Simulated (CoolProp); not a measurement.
Aqueous magnesium chloride as a coolant, 9 % by mass, freezing at -6.9 °C, 1 atm.

Computed with CoolProp (Melinder's fits for secondary coolants).

| T (°C) | conductivity (W/(m K)) | Prandtl number | viscosity (mPa s) | cp (kJ/(kg K)) |
|---|---|---|---|---|
| -0.4 | 0.542 | 17.9 | 2.67 | 3.631 |
| 8.2 | 0.558 | (withheld) | 2.00 | 3.646 |
| 16.8 | 0.573 | 9.86 | 1.54 | (withheld) |
| 25.4 | 0.588 | 7.63 | (withheld) | (withheld) |
| 34 | (withheld) | 5.96 | 0.973 | (withheld) |

### Question
Fill in the missing entries.

### Answer

- 8.2, Prandtl number: 13.0
- 16.8, cp (kJ/(kg K)): 3.660
- 25.4, viscosity (mPa s): 1.22
- 25.4, cp (kJ/(kg K)): 3.673
- 34, conductivity (W/(m K)): 0.602
- 34, cp (kJ/(kg K)): 3.685
